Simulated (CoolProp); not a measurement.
The numbers come from the reference Helmholtz-energy equation of state, Lemmon 2006 in CoolProp. It is a short technical equation, of lower accuracy than the large ones.

**Question.** Give the vapour pressure (kPa), enthalpy of vaporisation (kJ/kg), liquid cp (kJ/(kg K)), vapour Z of saturated n-decane at 469.9, 509.3, 522.5 K.

**Answer.** 
```json
[
 {"T (K)": "469.9", "p (kPa)": "174", "enthalpy of vaporisation (kJ/kg)": "261", "liquid cp (kJ/(kg K))": "2.91", "vapour Z": "0.907"},
 {"T (K)": "509.3", "p (kPa)": "392", "enthalpy of vaporisation (kJ/kg)": "231", "liquid cp (kJ/(kg K))": "3.10", "vapour Z": "0.836"},
 {"T (K)": "522.5", "p (kPa)": "498", "enthalpy of vaporisation (kJ/kg)": "219", "liquid cp (kJ/(kg K))": "3.18", "vapour Z": "0.805"}
]
```
